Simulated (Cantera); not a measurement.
**Thermodynamics of tantalum, niobium, vanadium and zirconium in process gases, feed Zr + NH3 + N2**

Feed: 1 mol Zr, 4.5 mol NH3, 77 mol N2.

Equilibrium computed with Cantera from the NASA thermochemical tables; the gas is ideal and each condensed phase is pure. Candidate condensed phases: Zr, ZrN; 11 gas species. ZrN: taken at fixed stoichiometry. Equilibrium is a limit: real reactors are often held back by kinetics, nucleation or transport.

Task: Map the stable condensed phases over T = 1425, 1525, 1625, 1725, 1825, 1925, 2025, 2125, 2225, 2325, 2425, 2525, 2625, 2725 K and P in Pa = 0.10, 1.5, 22, 320, 4600, 68000, 1000000.

Result: 
```
T in K \ P in Pa
            0.10     1.5      22     320    4600   68000 1000000
   2725        A       A       A       B       B       B       B
   2625        A       A       A       B       B       B       B
   2525        A       A       B       B       B       B       B
   2425        A       A       B       B       B       B       B
   2325        A       B       B       B       B       B       B
   2225        A       B       B       B       B       B       B
   2125        B       B       B       B       B       B       B
   2025        B       B       B       B       B       B       B
   1925        B       B       B       B       B       B       B
   1825        B       B       B       B       B       B       B
   1725        B       B       B       B       B       B       B
   1625        B       B       B       B       B       B       B
   1525        B       B       B       B       B       B       B
   1425        B       B       B       B       B       B       B
```
A: gas only; B: ZrN.
